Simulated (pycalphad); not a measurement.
CALPHAD calculation (pycalphad, COST 507 light-alloy database (1999)), 1 atm. The data set is of 1999 and partly superseded.

Molar enthalpy of Si-4.765Al (wt.%) in equilibrium (SER reference):

```
T (K)  H (kJ/mol)                 phases
-----  ----------  ---------------------
1850        88.76                 liquid
1775        86.71                 liquid
1700        84.65                 liquid
1675        83.97                 liquid
1625        52.16  diamond (Si) + liquid
1550        40.07  diamond (Si) + liquid
1475        35.07  diamond (Si) + liquid
1400        31.56  diamond (Si) + liquid
1325        28.63  diamond (Si) + liquid
1250        25.99  diamond (Si) + liquid
1175        23.53  diamond (Si) + liquid
1100        21.19  diamond (Si) + liquid
1025        18.94  diamond (Si) + liquid
950         16.77  diamond (Si) + liquid
875         14.66  diamond (Si) + liquid
850         13.20     diamond (Si) + fcc
825         12.55     diamond (Si) + fcc
800         11.90     diamond (Si) + fcc
725          9.98     diamond (Si) + fcc
650          8.10     diamond (Si) + fcc
575          6.27     diamond (Si) + fcc
500          4.48     diamond (Si) + fcc
```

Cooling from 1675 K to 850 K, across the freezing range, releases 70.8 kJ/mol, or 2520 J/g. The slope is 27 J/(mol K) in the liquid and 26 J/(mol K) just below the solidus, where it includes any heat of precipitation. Liquidus 1663 K, solidus 850 K. Changes were sought between steps of 25 K, so a narrower field can be missed.
